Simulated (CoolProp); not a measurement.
Aqueous magnesium chloride as a coolant, at -10 °C, 1 atm.

Model: Melinder's fits for secondary coolants, in CoolProp.

| mass % | freezing point (°C) | conductivity (W/(m K)) | viscosity (mPa s) | density (kg/m³) | cp (kJ/(kg K)) |
|---|---|---|---|---|---|
| 12.8 | [?] | [?] | 4.75 | 1116 | 3.393 |
| 14.5 | [?] | 0.511 | 5.08 | 1132 | 3.300 |
| 16.1 | -19.1 | 0.507 | 5.38 | 1147 | 3.216 |
| 17.8 | -22.9 | 0.503 | 5.81 | 1163 | 3.131 |
| 19.5 | -27.3 | 0.499 | 6.66 | 1180 | 3.050 |
| 21.1 | -32.2 | 0.493 | 8.58 | 1197 | [?] |
| 22.8 | -38.7 | [?] | [?] | 1217 | [?] |

Complete the blanks.


- 12.8, freezing point (°C): -12.7
- 12.8, conductivity (W/(m K)): 0.515
- 14.5, freezing point (°C): -15.8
- 21.1, cp (kJ/(kg K)): 2.978
- 22.8, conductivity (W/(m K)): 0.485
- 22.8, viscosity (mPa s): 14.2
- 22.8, cp (kJ/(kg K)): 2.907
